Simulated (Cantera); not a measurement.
An isothermal, constant-pressure homogeneous reactor starts with 0.696 % CO, 4.70 % O2, 0.517 % H2O, 94.1 % N2, equivalence ratio 0.074, at 923 K and 6300 Torr.

Computed with Cantera and GRI-Mech 3.0 (53 species, 325 reactions).

Problem. Predict: x(CO) at 3.00 s; x(O2) at 3.00 s; x(H2O) at 3.00 s; x(H2) at 3.00 s.

Solution. 
```
Quantity                                            Value
----------------  ---------------------------------------
x(CO) at 3.00 s    0.00630 (gas-phase equilibrium <1e-12)
x(O2) at 3.00 s     0.0467 (gas-phase equilibrium 0.0437)
x(H2O) at 3.00 s  0.00518 (gas-phase equilibrium 0.00519)
x(H2) at 3.00 s    1.65e-7 (gas-phase equilibrium <1e-12)
```
